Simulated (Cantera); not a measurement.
A perfectly stirred reactor is fed with 84.7 % NH3, 15.3 % H2, at 750 Torr; it is held at 2400 K, and followed from long to short residence time.

Computed with Cantera and the gas-phase N/H chemistry of the illustrative SiF4/NH3 mechanism in the Surface Chemkin manual (1991). Walls and surfaces, which speed up NH3 decomposition in real reactors, are not modelled.

**Question.** Predict: x(NH3) at τ = 1.60 s; x(H2) at τ = 1.60 s; x(N2H2) at τ = 1.60 s; x(H) at τ = 1.60 s; x(NH2) at τ = 1.60 s; x(NH3) at τ = 12.0 ms; x(H2) at τ = 12.0 ms; x(N2H2) at τ = 12.0 ms; x(H) at τ = 12.0 ms; x(NH2) at τ = 12.0 ms.

**Answer.** 
| Quantity | Result |
|---|---|
| x(NH3) at τ = 1.60 s | 0.000463 |
| x(H2) at τ = 1.60 s | 0.758 |
| x(N2H2) at τ = 1.60 s | 3.70e-9 |
| x(H) at τ = 1.60 s | 0.0136 |
| x(NH2) at τ = 1.60 s | 2.69e-5 |
| x(NH3) at τ = 12.0 ms | 0.0432 |
| x(H2) at τ = 12.0 ms | 0.735 |
| x(N2H2) at τ = 12.0 ms | 9.59e-7 |
| x(H) at τ = 12.0 ms | 0.00382 |
| x(NH2) at τ = 12.0 ms | 0.000724 |
